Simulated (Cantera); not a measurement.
Charge: 1 mol SiHCl3, a varied amount of H2, at 1925 °C and 0.00480 bar.

Equilibrium computed with Cantera from the NASA thermochemical tables; the gas is ideal and each condensed phase is pure. Candidate condensed phases: Si; 19 gas species. The tables' values for SiCl are old estimates; treat these amounts as uncertain. The numbers say what is thermodynamically allowed, not how fast it happens.

### Question
At 350 mol H2, list the 6 most abundant gas species with their mole fractions, and the condensed phases.

### Answer
H2 0.912, H 0.0768, HCl 0.00767, Si 0.00261, Cl 0.000470, SiH 7.68e-5. Condensed: gas only.
